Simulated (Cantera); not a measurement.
An adiabatic, constant-pressure homogeneous reactor starts with CH4 : CO : O2 : N2 : H2O = 1 : 0.13 : 2.29 : 12.2 : 0.64 (molar parts), at 1100 K and 7500 Torr.

Detailed kinetics in Cantera: GRI-Mech 3.0 (53 species, 325 reactions).

One state of this run: T (K) = 2363; x CH4 = <1e-12; x CO = 0.00317; x O2 = 0.0130; x H = 0.000154; x HCO = 8.54e-10. x: mole fraction; the columns are a selection and need not sum to one.

Q: Which value of t (s) does it belong to?
(A) 0.000253
(B) 2.07e-5
(C) 0.200
(D) 0.00134

A: C, 0.200
